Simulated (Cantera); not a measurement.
A perfectly stirred reactor is fed with H2 : O2 : N2 = 1 : 0.98 : 3.69 (molar parts), at 500000 Pa; it is adiabatic with a 525 K inlet, and is followed from long to short residence time, starting on the burning branch (τ in s: 0.23, 0.094, 0.039, 0.016, 0.0067, 0.0028, 0.0012, 0.00048, 0.0002, 8.3e-05, 3.4e-05, 1.4e-05).

Cantera simulation using GRI-Mech 3.0 (53 species, 325 reactions); the numbers are that mechanism's predictions, not measurements. The hydrogen kinetics of GRI-Mech 3.0 are dated; newer H2 mechanisms differ, most at raised pressure.

Task: What does this change do: pressure from 500000 Pa to 25000 Pa?

Result: 
```json
[
 {"quantity": "blow-out, bracketed by the residence times tried", "before": "burning at 14.0 µs, the shortest tried", "after": "burning at 0.200 ms, out at 83.0 µs"},
 {"quantity": "x(H2) at τ = 0.230 s", "before": "3.55e-5", "after": "0.000609"},
 {"quantity": "x(O2) at τ = 0.230 s", "before": "0.0926", "after": "0.0919"},
 {"quantity": "x(NO) at τ = 0.230 s", "before": "6.20e-5", "after": "4.95e-5"},
 {"quantity": "x(NO2) at τ = 0.230 s", "before": "2.19e-7", "after": "2.06e-8"},
 {"quantity": "x(HO2) at τ = 0.230 s", "before": "1.83e-6", "after": "1.36e-6"},
 {"quantity": "x(H2) at τ = 1.20 ms", "before": "0.000694", "after": "0.0108"},
 {"quantity": "x(O2) at τ = 1.20 ms", "before": "0.0923", "after": "0.0921"},
 {"quantity": "x(NO) at τ = 1.20 ms", "before": "1.06e-5", "after": "1.45e-5"},
 {"quantity": "x(NO2) at τ = 1.20 ms", "before": "6.46e-8", "after": "1.36e-9"},
 {"quantity": "x(HO2) at τ = 1.20 ms", "before": "1.48e-5", "after": "1.30e-5"}
]
```

Task: What does this change do: H2 1 to 0.73 parts?

Result: 
```csv
quantity,before,after
"blow-out, bracketed by the residence times tried","burning at 14.0 µs, the shortest tried","burning at 34.0 µs, out at 14.0 µs"
x(H2) at τ = 0.230 s,3.55e-5,2.45e-5
x(O2) at τ = 0.230 s,0.0926,0.122
x(NO) at τ = 0.230 s,6.20e-5,1.58e-6
x(NO2) at τ = 0.230 s,2.19e-7,2.39e-8
x(HO2) at τ = 0.230 s,1.83e-6,1.37e-6
x(H2) at τ = 1.20 ms,0.000694,0.000888
x(O2) at τ = 1.20 ms,0.0923,0.122
x(NO) at τ = 1.20 ms,1.06e-5,1.55e-6
x(NO2) at τ = 1.20 ms,6.46e-8,3.48e-8
x(HO2) at τ = 1.20 ms,1.48e-5,3.90e-5
```

Task: What does this change do: O2 0.98 to 0.74 parts?

Result: 
| quantity | before | after |
|---|---|---|
| blow-out, bracketed by the residence times tried | burning at 14.0 µs, the shortest tried | burning at 14.0 µs, the shortest tried |
| x(H2) at τ = 0.230 s | 3.55e-5 | 7.53e-5 |
| x(O2) at τ = 0.230 s | 0.0926 | 0.0484 |
| x(NO) at τ = 0.230 s | 6.20e-5 | 0.000128 |
| x(NO2) at τ = 0.230 s | 2.19e-7 | 2.93e-7 |
| x(HO2) at τ = 0.230 s | 1.83e-6 | 1.50e-6 |
| x(H2) at τ = 1.20 ms | 0.000694 | 0.00113 |
| x(O2) at τ = 1.20 ms | 0.0923 | 0.0483 |
| x(NO) at τ = 1.20 ms | 1.06e-5 | 1.70e-5 |
| x(NO2) at τ = 1.20 ms | 6.46e-8 | 5.84e-8 |
| x(HO2) at τ = 1.20 ms | 1.48e-5 | 1.21e-5 |
